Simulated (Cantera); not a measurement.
Charge: 1 mol C6H6, 50 mol H2, at 0.000210 bar.

Cantera equilibrium calculation (NASA polynomials, part measured and part estimated; ideal gas, pure solids and liquids). Candidate condensed phases: C, C6H6, C7H8, C8H18; 76 gas species. Equilibrium is a limit: real reactors are often held back by kinetics, nucleation or transport.

Task: At 1650 K, list the 3 most abundant gas species with their mole fractions, and the condensed phases.

Result: H2 0.994, H 0.00625, C2H2 (acetylene) 4.53e-5. Condensed: C(graphite).
